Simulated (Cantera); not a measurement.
What does this Cantera script print?

```python
import numpy as np
import cantera as ct

gas_names = [...]  # 110 gases of nasa_gas.yaml made of C, H, O
cond_names = """
    C(gr) C6H6(L) C7H8(L) C8H18(L),n-octa H2O(s) H2O(L)
""".split()


# ... load() reads the species with a 1 bar reference pressure and builds the phases ...
atoms = {
    'CH3OH': {'C': 1, 'H': 4, 'O': 1},
    'O2': {'O': 2},
}
top_T = {'C(gr)': 4500}  # K; cautious upper limits of use, not melting points


# ... equilibrate(T, P, feed) seeds the gas with the atoms and calls Mixture.equilibrate('TP', solver="vcs", rtol=1e-11, max_steps=5000) ...
results = []
feed = {'CH3OH': 1, 'O2': 0.022}  # mol
T = 1848.15  # K
P = 1500000  # Pa
mix = equilibrate(T, P, feed)
results.append((T, P, feed, dict(zip(mix.species_names, mix.species_moles))))
x = sorted(zip(gas.X, gas.species_names), reverse=True)
print(f"T = {T:g} K  P = {P:g} Pa  gas = {mix.phase_moles(0):.4g} mol")
print("   x: " + "  ".join(f"{s} {v:.3e}" for v, s in x if v > 1e-05))
print("   condensed (mol): " + ("  ".join(f"{mix.phase(i).name} {mix.phase_moles(i):.4g}"
      for i in range(1, mix.n_phases) if mix.phase_moles(i) > 1e-12) or "none"))
```

Output:

```
T = 1848.15 K  P = 1.5e+06 Pa  gas = 2.999 mol
   x: H2 6.532e-01  CO 3.316e-01  H2O 1.323e-02  CO2 1.675e-03  CH4 2.338e-04  H 1.108e-04
   condensed (mol): none
```

These are equilibrium values from Cantera (NASA tables, ideal gas, pure condensed phases), not measurements of a reactor.
